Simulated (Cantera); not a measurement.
Input: 1 mol PbO, 2.1 mol H2, at 775 K and 57000 Pa.

Method: chemical equilibrium by Gibbs-energy minimisation in Cantera with the NASA 1993 tables (ideal gas, pure condensed phases). Candidate condensed phases: H2O, Pb, PbO, PbO2, Pb3O4; 12 gas species. Equilibrium is a limit: real reactors are often held back by kinetics, nucleation or transport.

Task: What is the equilibrium state?

Result: 
| Quantity | Result |
|---|---|
| x(H2) | 0.524 |
| x(H2O) | 0.476 |
| n(Pb(l)) | 1.00 mol |
| gas amount | 2.100 mol |
| log10 activity of PbO2(s) (absent) | -19.47 |
| log10 activity of Pb3O4(s) (absent) | -27.23 |
